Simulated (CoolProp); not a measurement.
Vapour-liquid equilibrium of propane (1) + isopentane (2) at 0.00874 MPa; x and y are mole fractions of (1).

Computed with CoolProp (multi-fluid Helmholtz-energy mixture model, Lemmon 2009 and Lemmon 2006; pair parameters Kunz 2012).

```csv
x,bubble temperature (K),y at the bubble point,dew temperature at overall composition x (K),liquid density (mol/L)
0.05,…,0.695,244.3,…
0.2,207.2,0.937,241.3,10.28
0.35,200.2,0.970,237.9,10.93
0.5,196.0,0.983,233.8,…
0.65,192.8,0.991,228.4,…
0.8,…,0.996,220.7,13.23
0.95,188.0,0.999,204.9,14.02
```

Q: Some entries are withheld; supply them.

A: 
- 0.05, bubble temperature (K): 226.5
- 0.05, liquid density (mol/L): 9.589
- 0.5, liquid density (mol/L): 11.65
- 0.65, liquid density (mol/L): 12.42
- 0.8, bubble temperature (K): 190.3

No azeotrope shows between x = 0.05 and 0.95.

Pair parameters are fitted to limited data, so mixtures are less certain than the pure fluids.
